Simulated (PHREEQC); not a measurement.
A solution holds 23 mmol/kgw H2SO4, 16 mmol/kgw ZnSO4 and 0.32 mmol/kgw MgCl2, at 65 °C. Closed to the air; pH follows from the charge balance.

Computed with PHREEQC (ion-association model, phreeqc.dat).

The ionic strength comes out as 0.0647 mol/kgw. What activity coefficients do Zn(SO4)2-2, HSO4-, Mg+2, H+, ZnCl+ get?

Zn(SO4)2-2 0.39, HSO4- 0.79, Mg+2 0.43, H+ 0.83, ZnCl+ 0.79.

Precipitation was switched off in this run. Complexes and solids missing from the database can't appear. Away from 25 °C the constants follow the database's enthalpies or fits; those with neither stay at their 25 °C values.
